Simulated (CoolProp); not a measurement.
Saturation properties of CH2F2 (R32) (Tc = 78.1 °C, pc = 5.783 MPa, ω = 0.277).

Values from CoolProp's reference Helmholtz-energy equation of state, Tillner-Roth 1997.

| T (°C) | p (MPa) | enthalpy of vaporisation (kJ/kg) | vapour Z | liquid viscosity (µPa s) | vapour viscosity (µPa s) | liquid conductivity (mW/(m K)) |
|---|---|---|---|---|---|---|
| -87.45 | 0.01082 | 417.8 | 0.9902 | 534 | 8.22 | 217 |
| -82.05 | 0.01613 | 412.7 | 0.9872 | 484 | 8.47 | 214 |
| -76.55 | 0.02363 | 407.4 | 0.9836 | 440 | 8.72 | 210 |
| -71.15 | 0.03356 | 402.1 | 0.9794 | 403 | 8.97 | 207 |
| -65.65 | 0.04696 | 396.5 | 0.9743 | 369 | 9.22 | 203 |
| -60.15 | 0.06441 | 390.9 | 0.9685 | 340 | 9.47 | 199 |
| -54.75 | 0.08630 | 385.2 | 0.9621 | 314 | 9.72 | 196 |
| -49.25 | 0.1143 | 379.2 | 0.9546 | 290 | 9.98 | 192 |
| -43.85 | 0.1485 | 373.2 | 0.9464 | 269 | 10.2 | 188 |
| -38.35 | 0.1911 | 366.9 | 0.9371 | 249 | 10.5 | 184 |
| -32.95 | 0.2417 | 360.4 | 0.9270 | 232 | 10.7 | 180 |
| -27.45 | 0.3034 | 353.6 | 0.9158 | 216 | 11.0 | 176 |

It boils at -51.7 °C under 1 atm.

Viscosity comes from a separate model (Bell 2016), an estimate that may be off by 10 % or more. Thermal conductivity comes from a separate model (Huber 2003), an estimate that may be off by 10 % or more.
